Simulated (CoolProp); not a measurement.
Propane along the isobar 14.1 bar: density (kg/m³) from the reference equation and from simpler models built on Tc = 369.9 K, pc = 42.51 bar, ω = 0.152; each cubic takes its own stable root.

Values from CoolProp's reference Helmholtz-energy equation of state, Lemmon 2009.

```csv
T (K),phase,reference
245.8,liquid,565.1
250.9,liquid,558.9
256.1,liquid,552.5
261.2,liquid,546.1
266.4,liquid,539.4
271.5,liquid,532.7
276.7,liquid,525.6
281.8,liquid,518.5
287,liquid,510.9
292.1,liquid,503.3
297.3,liquid,495.1
302.4,liquid,486.8
307.6,liquid,477.8
312.7,liquid,468.5
```

Problem. How far does each simpler model (van der Waals, Redlich-Kwong) lie from the reference over these 14 states: mean and median of the absolute difference, and the worst?

Solution. 
- van der Waals: mean 60.9 %, median 36.6 %, worst -93.8 % at 312.7 K and 14.1 bar
- Redlich-Kwong: mean 15.0 %, median 8.8 %, worst -93.5 % at 312.7 K and 14.1 bar

At some of these states van der Waals, Redlich-Kwong gives the other phase, because its saturation line lies elsewhere.
